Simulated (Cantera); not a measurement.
Charge: 1 mol CO, 1 mol H₂O, 0.25 mol N₂, held at 66.8 Torr.

Cantera equilibrium calculation (NASA polynomials, part measured and part estimated; ideal gas, pure solids and liquids). Candidate condensed phases: C, C₆H₆, C₇H₈, C₈H₁₈, H₂O; 169 gas species. Ions and electrons are included (thermal ionisation). The numbers say what is thermodynamically allowed, not how fast it happens. All values below are at 4500 K.

Base state: H 0.466, CO 0.235, O 0.231, N₂ 0.0544, N 0.00704, NO 0.00179, H₂ 0.00162, OH 0.00147 (mole fractions); condensed: gas only.

Task: What changes in the equilibrium state with this change: N₂ from 0.25 to 8.1 mol?

Result: 
```csv
species,before,after
N₂,0.0544,0.649
H,0.466,0.163
CO,0.235,0.0817
N,0.00704,0.0243
O,0.231,0.0794
O₂,0.000385,4.54e-5
CO₂,0.000113,1.35e-5
```
